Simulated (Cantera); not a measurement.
A closed system holds: 1 mol Ta, 7.5 mol H2O, equilibrated at 21.0 Pa.

Cantera equilibrium calculation (NASA polynomials, part measured and part estimated; ideal gas, pure solids and liquids). Candidate condensed phases: H2O, Ta, Ta2O5; 12 gas species. The numbers say what is thermodynamically allowed, not how fast it happens.

x: gas mole fraction; n: condensed amount in mol.

```json
[
 {"T (K)": "1425", "x H": "0.000272", "x H2O": "0.667", "x H2": "0.333", "x O": "8.71e-9", "x OH": "1.19e-5", "x TaO2": "1.62e-11", "x O2": "8.26e-9", "n Ta2O5(s)": "0.500", "n Ta2O5(l)": "0"},
 {"T (K)": "1575", "x H": "0.00165", "x H2O": "0.666", "x H2": "0.332", "x O": "5.03e-7", "x OH": "0.000120", "x TaO2": "3.46e-9", "x O2": "4.63e-7", "n Ta2O5(s)": "0.500", "n Ta2O5(l)": "0"},
 {"T (K)": "1725", "x H": "___", "x H2O": "0.663", "x H2": "0.329", "x O": "___", "x OH": "___", "x TaO2": "___", "x O2": "___", "n Ta2O5(s)": "0.500", "n Ta2O5(l)": "0"},
 {"T (K)": "1875", "x H": "0.0255", "x H2O": "0.652", "x H2": "0.318", "x O": "0.000247", "x OH": "0.00407", "x TaO2": "1.09e-5", "x O2": "0.000222", "n Ta2O5(s)": "0.500", "n Ta2O5(l)": "0"},
 {"T (K)": "2025", "x H": "___", "x H2O": "0.611", "x H2": "0.296", "x O": "___", "x OH": "___", "x TaO2": "___", "x O2": "___", "n Ta2O5(s)": "0.499", "n Ta2O5(l)": "0"},
 {"T (K)": "2175", "x H": "0.174", "x H2O": "0.481", "x H2": "0.266", "x O": "0.0193", "x OH": "0.0421", "x TaO2": "0.00303", "x O2": "0.0147", "n Ta2O5(s)": "0", "n Ta2O5(l)": "0.487"},
 {"T (K)": "2325", "x H": "0.347", "x H2O": "0.239", "x H2": "0.208", "x O": "0.0747", "x OH": "0.0661", "x TaO2": "0.0300", "x O2": "0.0356", "n Ta2O5(s)": "0", "n Ta2O5(l)": "0.328"},
 {"T (K)": "2475", "x H": "0.523", "x H2O": "0.0567", "x H2": "0.113", "x O": "0.160", "x OH": "0.0527", "x TaO2": "0.0608", "x O2": "0.0330", "n Ta2O5(s)": "0", "n Ta2O5(l)": "0"},
 {"T (K)": "2625", "x H": "0.634", "x H2O": "0.00784", "x H2": "0.0469", "x O": "0.220", "x OH": "0.0252", "x TaO2": "0.0504", "x O2": "0.0149", "n Ta2O5(s)": "0", "n Ta2O5(l)": "0"},
 {"T (K)": "2775", "x H": "0.673", "x H2O": "0.000902", "x H2": "0.0170", "x O": "0.246", "x OH": "0.00983", "x TaO2": "0.0447", "x O2": "0.00524", "n Ta2O5(s)": "0", "n Ta2O5(l)": "0"}
]
```

Problem. Complete the blanks.

Solution. 
- 2025, x H: 0.0723
- 2025, x O: 0.00276
- 2025, x OH: 0.0156
- 2025, x TaO2: 0.000242
- 2025, x O2: 0.00245
- 1725, x H: 0.00735
- 1725, x O: 1.45e-5
- 1725, x OH: 0.000817
- 1725, x TaO2: 2.81e-7
- 1725, x O2: 1.31e-5
